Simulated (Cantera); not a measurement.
A freely propagating, adiabatic, planar premixed flame of H2 : O2 : N2 : H2O = 1 : 0.73 : 2.14 : 0.4 (molar parts), unburnt at 675 K and 1.10 bar; mixture-averaged transport, grid criteria slope 0.08 and curve 0.16, no radiation.

Cantera simulation using the H2/O2 subset of GRI-Mech 3.0, which has no nitrogen chemistry; the numbers are that mechanism's predictions, not measurements. Burning velocities carry a grid error of a few per cent, more on coarse grids. Lean hydrogen flames are cellular in practice and burn faster than this planar one.

### Question
Predict: laminar burning velocity; thermal thickness; peak x(H); peak x(H2O2); peak x(O).

### Answer
- laminar burning velocity: 711 cm/s
- thermal thickness: 0.356 mm
- peak x(H): 0.0293
- peak x(H2O2): 2.34e-5
- peak x(O): 0.0129
